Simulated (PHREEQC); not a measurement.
Solution A (0.031 mol/kgw NH4HF2, 0.033 mol/kgw (NH4)2SiF6 and 0.0011 mol/kgw H2SO4) is mixed with solution B (4.1 mmol/kgw HF and 72 mmol/kgw (CH3)4NF) at 25 °C; shares are by mass of water, 1 kg in all. Oxygen is held at 0.21 atm. No CO2 enters from the air. Solids allowed: SiO2(a). Others were left out.

Model: ion-association model, wateq4f.dat, run in PHREEQC.

| share of solution B | pH | SO4-2 (mol/kgw) | NH4SO4- (mol/kgw) |
|---|---|---|---|
| 0 | 3.06 | 0.000753 | 0.000319 |
| 0.1 | 3.16 | 0.000698 | 0.000270 |
| 0.15 | 3.21 | 0.000670 | 0.000247 |
| 0.25 | 3.31 | 0.000610 | 0.000202 |
| 0.35 | 3.41 | 0.000546 | 0.000159 |
| 0.4 | 3.46 | 0.000513 | 0.000139 |
| 0.5 | 3.57 | 0.000442 | 0.000102 |
| 0.6 | 3.68 | 0.000367 | 6.91e-5 |
| 0.65 | 3.75 | 0.000328 | 5.45e-5 |
| 0.75 | 3.89 | 0.000244 | 2.96e-5 |
| 0.85 | 4.05 | 0.000153 | 1.14e-5 |
| 0.9 | 4.15 | 0.000104 | 5.24e-6 |
| 1 | 4.42 | 0 | 0 |

(CH3)4N+ isn't in the database: it is added as a free cation with an ion size of 4 Å. SiF6-2 is the database's only silicon fluoride.
